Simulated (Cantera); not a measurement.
A closed system holds: 1 mol HMDSO, 6 mol NO, 1.7 mol N₂, at 1400 Pa.

Equilibrium computed with Cantera from the NASA thermochemical tables; the gas is ideal and each condensed phase is pure. Candidate condensed phases: C, C₆H₆, C₇H₈, C₈H₁₈, H₂O, Si, SiC, SiO₂, Si₂N₂O, Si₃N₄; 151 gas species. The feed counts by its element totals alone. Kinetics and transport are ignored. All values below are at 1023 K.

Base state: H₂ 0.538, N₂ 0.282, CO 0.179, H₂O 0.000369, CH₄ 0.000304, CO₂ 0.000161 (mole fractions); condensed: C(graphite) + SiO₂(β-quartz).

What changes in the equilibrium state with this change: HMDSO replaced by SiH₂Cl₂?


```
species                before     after
-------------------  --------  --------
N₂                      0.282     0.546
O₂                      <1e-9     0.221
HCl                         0     0.185
H₂                      0.538     <1e-9
CO                      0.179         0
Cl₂                         0    0.0233
H₂O                  0.000369    0.0236
Cl                          0  0.000701
CH₄                  0.000304         0
CO₂                  0.000161         0
NO                      <1e-9   3.42e-5
C(graphite), mol         3.00         0
SiO₂(β-quartz), mol      2.00      1.00
```
Further candidate phases: NH₄Cl.
